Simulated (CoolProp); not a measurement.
Vapour-liquid equilibrium of CHF3 (R23) (1) + R125 (2) at -16.05 °C; x and y are mole fractions of (1).

The numbers come from the multi-fluid Helmholtz-energy mixture model, Penoncello 2003 and Lemmon 2005; pair parameters Bell 2016 in CoolProp.

| x | bubble pressure (bar) | y at the bubble point | dew pressure at overall composition x (bar) | liquid density (mol/L) |
|---|---|---|---|---|
| 0.05 | 4.397 | 0.144 | 4.059 | 11.77 |
| 0.2 | 5.978 | 0.445 | 4.625 | 12.36 |
| 0.35 | 7.658 | 0.630 | 5.372 | 13.00 |
| 0.5 | 9.406 | 0.756 | 6.399 | 13.67 |
| 0.65 | 11.21 | 0.847 | 7.891 | 14.40 |
| 0.8 | 13.09 | 0.920 | 10.21 | 15.19 |
| 0.95 | 15.07 | 0.981 | 14.02 | 16.04 |

No azeotrope shows between x = 0.05 and 0.95.

The pair parameters rest on a limited set of measurements; away from them the model extrapolates.
